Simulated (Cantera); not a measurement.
Cantera run:

```python
import numpy as np
import cantera as ct

gas_names = """
    AL ALCL ALCL2 ALCL3 ALN ALO ALOCL ALO2 AL2 AL2CL6 AL2O AL2O2 CL CLO CL2 N NO NO2 NO3 N2 N2O O O2 O3
    Si SiCL SiCL2 SiCL3 SiCL4 SiN SiO SiO2 Si2 Si2N Si3
""".split()
cond_names = """
    AL(cr) AL(L) ALCL3(s) ALCL3(L) ALN(s) AL2O3(a) AL2O3(L) AL2SiO5(an) AL6Si2O13(s) Si(cr) Si(L)
    SiO2(Lqz) SiO2(hqz) SiO2(L) Si2N2O(s) Si3N4(a)
""".split()


# ... load() reads the species with a 1 bar reference pressure and builds the phases ...
atoms = {
    'Al2O3': {'AL': 2, 'O': 3},
    'Cl2': {'CL': 2},
    'N2': {'N': 2},
    'SiCl4': {'Si': 1, 'CL': 4},
}
top_T = {'ALN(s)': 2750, 'AL2SiO5(an)': 2000, 'AL6Si2O13(s)': 2100, 'Si2N2O(s)': 2100, 'Si3N4(a)': 2400}  # K; cautious upper limits of use, not melting points


# ... equilibrate(T, P, feed) seeds the gas with the atoms and calls Mixture.equilibrate('TP', solver="gibbs", rtol=1e-10, max_steps=50000) ...
results = []
feed = {'Al2O3': 1, 'Cl2': 0.74, 'N2': 46, 'SiCl4': 0.93}  # mol
T = 1273  # K
P = 133.322  # Pa
mix = equilibrate(T, P, feed)
results.append((T, P, feed, dict(zip(mix.species_names, mix.species_moles))))
x = sorted(zip(gas.X, gas.species_names), reverse=True)
print(f"T = {T:g} K  P = {P:g} Pa  gas = {mix.phase_moles(0):.4g} mol")
print("   x: " + "  ".join(f"{s} {v:.3e}" for v, s in x if v > 0.001))
print("   condensed (mol): " + ("  ".join(f"{mix.phase(i).name} {mix.phase_moles(i):.4g}"
      for i in range(1, mix.n_phases) if mix.phase_moles(i) > 1e-12) or "none"))
```

Result:

```
T = 1273 K  P = 133.322 Pa  gas = 48.45 mol
   x: N2 9.494e-01  ALCL3 2.548e-02  CL 1.963e-02  CL2 5.458e-03
   condensed (mol): AL6Si2O13(s) 0.1276  SiO2(hqz) 0.6707
```

These are equilibrium values from Cantera (NASA tables, ideal gas, pure condensed phases), not measurements of a reactor. Mutual solubility and eutectic melting of coexisting phases are not modelled. The tables hold silica as quartz up to 1696 K and as liquid above; real silica turns to tridymite and cristobalite and melts near 1996 K. Condensed phases not in the tables: alloys, solid solutions and most ternary compounds.
